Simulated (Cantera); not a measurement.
Input: 1 mol SiCl4, 1 mol HCl, 9.6 mol H2, equilibrated at 1648.15 K and 28.0 bar.

Cantera equilibrium calculation (NASA polynomials, part measured and part estimated; ideal gas, pure solids and liquids). The tables' values for SiCl3 are old estimates; treat these amounts as uncertain. Rates play no part.

| species | before | after |
|---|---|---|
| H2 | 0.759 | 0.691 |
| HCl | 0.156 | 0.229 |
| SiCl2 | 0.0136 | 0.0704 |
| SiHCl3 | 0.0241 | 0.000782 |
| SiCl4 | 0.0297 | 0.00155 |
| SiCl3 | 0.0135 | 0.00703 |
| SiH3Cl | 0.000139 | 1.75e-6 |
| SiCl | 2.41e-7 | 1.24e-5 |
| SiH2Cl2 | 0.00334 | 6.75e-5 |
| Cl | 2.37e-6 | 5.55e-5 |
| H | 1.47e-5 | 0.000214 |
Gas species are given as mole fractions.

### Question
Which change was made?
(A) temperature from 1648.15 K to 723.15 K
(B) pressure from 28.0 bar to 0.120 bar
(C) temperature from 1648.15 K to 1600 K
(D) temperature from 1648.15 K to 1723.15 K

### Answer
B, pressure from 28.0 bar to 0.120 bar. The tables' values for SiCl3, SiCl are old estimates; treat these amounts as uncertain
